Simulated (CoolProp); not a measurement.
Saturation properties of octamethylcyclotetrasiloxane (D4) (Tc = 586.5 K, pc = 1.347 MPa, ω = 0.598).

Model: reference Helmholtz-energy equation of state, Thol 2015, in CoolProp.

```
T (K)  p (MPa)  enthalpy of vaporisation (kJ/kg)  vapour Z
-----  -------  --------------------------------  --------
409.2  0.03254                             145.9    0.9667
416.1  0.04046                             143.3    0.9609
423    0.04984                             140.8    0.9543
429.9  0.06087                             138.2    0.9471
436.9  0.07394                             135.6    0.9389
443.8  0.08887                        (withheld)    0.9301
450.7   0.1061                        (withheld)    0.9204
457.6   0.1257                             127.4    0.9099
464.6   0.1485                             124.5    0.8983
471.5   0.1739                             121.5    0.8859
478.4   0.2025                             118.5    0.8724
485.4   0.2351                        (withheld)    0.8577
```

Task: What belongs in the gaps?

Result: 
- 443.8, enthalpy of vaporisation (kJ/kg): 132.9
- 450.7, enthalpy of vaporisation (kJ/kg): 130.2
- 485.4, enthalpy of vaporisation (kJ/kg): 115.3

It boils at 448.9 K under 1 atm.
